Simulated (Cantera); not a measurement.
An isothermal, constant-pressure homogeneous reactor starts with NH₃ : H₂ = 1 : 0.2 (molar parts), at 1200 K and 13300 Pa. Integrator tolerance rtol = 1e-08.

Cantera simulation using the gas-phase N/H chemistry of the illustrative SiF4/NH3 mechanism in the Surface Chemkin manual (1991); the numbers are that mechanism's predictions, not measurements. Walls and surfaces, which speed up NH3 decomposition in real reactors, are not modelled.

Task: What does this change do: temperature 1200 to 1800 K?

Result: 
```csv
quantity,before,after
x(NH₃) at 1.00 s,0.833 (gas-phase equilibrium 8.09e-6),0.482 (gas-phase equilibrium 1.25e-6)
x(H₂) at 1.00 s,0.167 (gas-phase equilibrium 0.773),0.422 (gas-phase equilibrium 0.772)
x(NH) at 1.00 s,1.23e-10 (gas-phase equilibrium <1e-12),2.92e-6 (gas-phase equilibrium 2.02e-10)
x(N) at 1.00 s,<1e-12 (gas-phase equilibrium <1e-12),1.25e-7 (gas-phase equilibrium 4.76e-11)
x(H) at 1.00 s,9.77e-8 (gas-phase equilibrium 4.78e-7),9.48e-5 (gas-phase equilibrium 0.000867)
x(N₂H₄) at 1.00 s,2.35e-9 (gas-phase equilibrium <1e-12),3.18e-8 (gas-phase equilibrium <1e-12)
x(N₂H₂) at 1.00 s,5.88e-9 (gas-phase equilibrium <1e-12),1.23e-6 (gas-phase equilibrium <1e-12)
```
